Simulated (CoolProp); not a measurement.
A simple Rankine cycle with cyclohexane: condensing at 289.15 K, boiler at 2.75 MPa, turbine inlet 527.6 K, turbine efficiency 0.8, pump efficiency 0.8, no recuperator. Each further row changes one setting.

Model: reference Helmholtz-energy equation of state, Zhou 2014, in CoolProp.

```tsv
case	thermal efficiency (%)	net work (kJ/kg)	heat in (kJ/kg)	turbine exit temperature (K)	volume ratio over the turbine
as stated	(withheld)	184	759	405.5	400
turbine inlet 547.6 K	(withheld)	197	820	(withheld)	365
condensing temperature 281.15 K	25.3	196	(withheld)	398.9	588
boiler pressure 1.92 MPa	23.2	184	790	422.4	(withheld)
turbine efficiency 0.7	(withheld)	(withheld)	759	418.2	(withheld)
```

What belongs in the gaps?


- as stated, thermal efficiency (%): 24.2
- turbine inlet 547.6 K, thermal efficiency (%): 24.0
- turbine inlet 547.6 K, turbine exit temperature (K): 431.0
- condensing temperature 281.15 K, heat in (kJ/kg): 773
- boiler pressure 1.92 MPa, volume ratio over the turbine: 232
- turbine efficiency 0.7, thermal efficiency (%): 21.1
- turbine efficiency 0.7, net work (kJ/kg): 160
- turbine efficiency 0.7, volume ratio over the turbine: 413
